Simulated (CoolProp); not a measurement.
Hexamethyldisiloxane (MM) along the isotherm 526.7 K: density (kg/m³) from the reference equation and from simpler models built on Tc = 518.7 K, pc = 19.31 bar, ω = 0.418; each cubic takes its own stable root.

Computed with CoolProp (reference Helmholtz-energy equation of state, Thol 2016).

```tsv
p (bar)	phase	reference	ideal gas	van der Waals	Redlich-Kwong	Soave-Redlich-Kwong	Peng-Robinson
21.5	supercritical	236.5	79.72	241.7	254.6	217.0	231.4
42.9	supercritical	465.4	159.1	340.7	415.2	410.2	454.7
64.4	supercritical	500.4	238.8	371.3	462.9	459.4	510.5
85.8	supercritical	522.6	318.1	390.8	494.0	491.2	546.1
107	supercritical	539.2	396.7	405.1	517.1	514.8	572.5
129	supercritical	553.2	478.3	416.9	536.5	534.4	594.3
150	supercritical	564.5	556.2	426.2	551.9	550.1	611.6
172	supercritical	574.9	637.8	434.4	565.8	564.1	627.1
193	supercritical	583.6	715.6	441.3	577.3	575.9	640.0
```
